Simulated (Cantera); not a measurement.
Cantera run, input and output.

```python
import numpy as np
import cantera as ct

surf = ct.Interface("ptcombust.yaml", "Pt_surf")
gas = surf.adjacent["gas"]
gas.TPX = 1023, 38000, {'H2': 0.0087, 'O2': 0.081, 'N2': 0.79}
surf.TP = 1023, 38000
reactor = ct.FlowReactor(gas, clone=False)
reactor.area = 0.0001  # m2
reactor.surface_area_to_volume_ratio = 240  # 1/m
reactor.mass_flow_rate = 1.7 * reactor.area * gas.density  # inlet velocity 1.7 m/s
reactor.energy_enabled = False
wall = ct.ReactorSurface(surf, reactor, clone=False)
net = ct.ReactorNet([reactor])
net.rtol, net.atol = 1e-8, 1e-16
show, cover = ['H2', 'O2', 'H2O'], ['PT(S)', 'H(S)', 'O(S)', 'OH(S)', 'CO(S)', 'C(S)']

rows = []
print(f"{'z/m':>9s}{'u/(m/s)':>9s}" + "".join(f"{s:>13s}" for s in show + cover))
for z in [9.4e-05, 0.00017, 0.0003, 0.00053, 0.00094, 0.0017, 0.003, 0.0053, 0.0094]:
    net.advance(z)
    rows.append([reactor.speed, *gas[show].X, *surf[cover].coverages])
    print(f"{z:9.4g}{rows[-1][0]:9.3g}" + "".join(f"{x:13.4e}" for x in rows[-1][1:]))
```

Output:

```
      z/m  u/(m/s)           H2           O2          H2O        PT(S)         H(S)         O(S)        OH(S)        CO(S)         C(S)
  9.4e-05      1.7   8.3067e-03   9.1355e-02   1.5908e-03   3.3575e-01   3.9506e-07   6.6326e-01   9.8326e-04   3.5534e-28   2.6928e-30
  0.00017      1.7   7.2441e-03   9.0870e-02   2.6587e-03   3.2759e-01   3.8656e-07   6.7140e-01   1.0059e-03  -3.0081e-30  -2.3170e-32
   0.0003      1.7   5.7687e-03   9.0197e-02   4.1415e-03   3.1713e-01   3.7602e-07   6.8184e-01   1.0370e-03   2.3380e-29   1.8455e-31
  0.00053     1.69   3.9084e-03   8.9348e-02   6.0110e-03   3.0520e-01   3.6441e-07   6.9372e-01   1.0754e-03   1.9894e-27   1.5184e-29
  0.00094     1.69   2.0013e-03   8.8478e-02   7.9275e-03   2.9425e-01   3.5402e-07   7.0464e-01   1.1137e-03   3.7812e-29   2.1051e-31
   0.0017     1.69   6.0001e-04   8.7839e-02   9.3358e-03   2.8690e-01   3.4716e-07   7.1196e-01   1.1410e-03   1.1791e-27   8.0531e-30
    0.003     1.69   7.8825e-05   8.7601e-02   9.8596e-03   2.8431e-01   3.4475e-07   7.1454e-01   1.1509e-03   2.5858e-26   1.8324e-28
   0.0053     1.69   2.2034e-06   8.7566e-02   9.9366e-03   2.8393e-01   3.4440e-07   7.1492e-01   1.1524e-03   5.2363e-30   4.1414e-32
   0.0094     1.69   3.9916e-09   8.7565e-02   9.9388e-03   2.8392e-01   3.4439e-07   7.1493e-01   1.1524e-03   4.6078e-30   3.6315e-32
```

Detailed kinetics in Cantera: Deutschmann's 1995 Pt surface mechanism with GRI-Mech 3.0 gas chemistry. Catalytic surfaces can have several steady states; this one follows from the mechanism file's or the stated starting coverage. Mass transfer to the wall is taken as infinitely fast.
